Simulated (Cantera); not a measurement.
# Premixed flame

A freely propagating, adiabatic, planar premixed flame of 22.6 % H2, 15.7 % O2, 59.0 % N2, 2.71 % H2O, equivalence ratio 0.72, unburnt at 673 K and 120 Torr; mixture-averaged transport, grid criteria slope 0.08 and curve 0.16, no radiation.

Computed with Cantera and the H2/O2 subset of GRI-Mech 3.0, which has no nitrogen chemistry. Burning velocities carry a grid error of a few per cent, more on coarse grids.

```csv
z (mm),T (K),u (m/s),x H2,x O2,x H2O,x OH,x HO2,x O
-16.3,673,6.55,0.226,0.157,0.0271,<1e-8,<1e-8,<1e-8
-10.8,673,6.55,0.226,0.157,0.0271,<1e-8,<1e-8,<1e-8
-8.14,673,6.55,0.226,0.157,0.0271,<1e-8,<1e-8,<1e-8
-5.42,673,6.55,0.226,0.157,0.0271,<1e-8,4.50e-7,<1e-8
-2.71,679,6.60,0.225,0.157,0.0276,2.17e-5,5.54e-5,1.02e-5
-1.36,778,7.49,0.205,0.153,0.0382,0.000314,4.38e-5,0.000353
0,1109,10.4,0.100,0.115,0.119,0.00322,2.15e-5,0.00725
1.36,1368,12.6,0.0315,0.0695,0.196,0.00824,1.09e-5,0.0164
2.71,1488,13.7,0.0269,0.0631,0.208,0.0106,8.42e-6,0.0170
5.42,1624,14.8,0.0260,0.0598,0.217,0.0132,6.53e-6,0.0157
10.8,1768,15.9,0.0237,0.0567,0.227,0.0153,4.91e-6,0.0132
21.7,1910,17.0,0.0197,0.0539,0.239,0.0165,3.53e-6,0.0102
43.4,2038,18.0,0.0146,0.0515,0.251,0.0160,2.49e-6,0.00695
```
x: mole fraction of selected species; z is measured from the peak of heat release.

* **laminar burning velocity**: 655 cm/s
* **thermal thickness**: 5.42 mm
* **peak x(OH)**: 0.0165
* **peak x(HO2)**: 5.69e-5
* **peak x(O)**: 0.0171
* **grid points**: 129
